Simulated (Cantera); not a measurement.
A Cantera script and its output.

```python
import numpy as np
import cantera as ct

gas = ct.Solution("gri30.yaml")
gas.TPX = 1248, 880, {'C2H6': 1, 'H2': 37}
reactor = ct.IdealGasConstPressureReactor(gas, energy="off", clone=False)
net = ct.ReactorNet([reactor])
net.rtol, net.atol = 1e-08, 1e-18
show = ['C2H6', 'H2', 'H', 'C2H2', 'C2H4', 'C2H']
times = np.geomspace(2e-05, 40, 14)

steps = ct.SolutionArray(gas, extra=["t"])
rows = []
print(f"{'t/s':>10s}{'T/K':>9s}{'P/Pa':>11s}" + "".join(f"{s:>11s}" for s in show))
for t in times:
    while net.time < t:
        t_next = net.step()
        steps.append(gas.state, t=t_next)
    rows.append([np.interp(t, steps.t, y) for y in (steps.T, steps.P, *steps(*show).X.T)])
    print(f"{t:10.3e}{rows[-1][0]:9.1f}{rows[-1][1]:11.4g}" + "".join(f"{x:11.3e}" for x in rows[-1][2:]))
rate = np.gradient(steps.T, steps.t)
print("integrator steps:", len(steps.t))
if steps.T.max() > steps.T[0] + 200:
    print(f"time of steepest temperature rise: {steps.t[rate.argmax()]:.4e} s")
gas.TPX = 1248, 880, {'C2H6': 1, 'H2': 37}
gas.equilibrate("TP")
print(f"equilibrium (TP): T = {gas.T:.1f} K  " + "  ".join(f"{s} {gas[s].X[0]:.3e}" for s in show))
```

Result:

```
       t/s      T/K       P/Pa       C2H6         H2          H       C2H2       C2H4        C2H
 2.000e-05   1248.0        880  2.632e-02  9.737e-01  1.747e-08  1.004e-18  3.227e-11  4.140e-30
 6.106e-05   1248.0        880  2.631e-02  9.737e-01  1.382e-07  1.731e-16  1.883e-09  6.484e-27
 1.864e-04   1248.0        880  2.631e-02  9.737e-01  8.669e-07  4.065e-14  1.031e-07  1.006e-23
 5.690e-04   1248.0        880  2.630e-02  9.737e-01  3.948e-06  1.462e-11  3.593e-06  1.679e-20
 1.737e-03   1248.0        880  2.620e-02  9.736e-01  1.390e-05  3.465e-09  6.479e-05  1.409e-17
 5.303e-03   1248.0        880  2.540e-02  9.735e-01  4.061e-05  3.845e-07  6.730e-04  4.579e-15
 1.619e-02   1248.0        880  1.986e-02  9.720e-01  1.015e-04  2.364e-05  4.485e-03  7.047e-13
 4.942e-02   1248.0        880  4.322e-03  9.657e-01  1.639e-04  5.586e-04  1.285e-02  2.707e-11
 1.509e-01   1248.0        880  1.717e-04  9.642e-01  6.314e-05  2.144e-03  1.361e-02  4.008e-11
 4.606e-01   1248.0        880  1.607e-05  9.642e-01  1.951e-05  3.521e-03  1.232e-02  2.035e-11
 1.406e+00   1248.0        880  7.284e-06  9.643e-01  8.183e-06  4.865e-03  1.095e-02  1.179e-11
 4.292e+00   1248.0        880  5.307e-06  9.643e-01  6.207e-06  6.921e-03  8.854e-03  1.272e-11
 1.310e+01   1248.0        880  3.028e-06  9.644e-01  5.956e-06  1.068e-02  5.012e-03  1.884e-11
 4.000e+01   1248.0        880  9.206e-07  9.646e-01  5.414e-06  1.420e-02  1.420e-03  2.275e-11
integrator steps: 956
equilibrium (TP): T = 1248.0 K  C2H6 5.107e-07  H2 9.635e-01  H 4.919e-06  C2H2 1.392e-02  C2H4 6.896e-04  C2H 2.029e-11
```

Cantera simulation using GRI-Mech 3.0 (53 species, 325 reactions); the numbers are that mechanism's predictions, not measurements. GRI-Mech 3.0 stops at C3 and has no aromatics, soot or wall deposition, so with more carbon than oxygen in the feed, carbon stays in small species such as C2H2 where larger ones or solid carbon would form. Radical loss at walls, strong at low pressure, is not modelled.
